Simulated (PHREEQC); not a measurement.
Make-up at 20 °C: 0.0017 mol HF, 0.021 mol CaCl2, 0.0052 mol MnSO4 and 0.0005 mol CsOH per kg of water. Closed to the air; pH follows from the charge balance.

Equilibrium calculation in PHREEQC: ion-association model, wateq4f.dat.

No solid was allowed to form.

Task: Predict the pH.

Result: pH 3.31.

Task: In which forms is Ca present?

Result: Ca+2 91 %, CaSO4 8.7 % of the Ca.

Examples of supersaturated solids here: Fluorite. Others may be too.
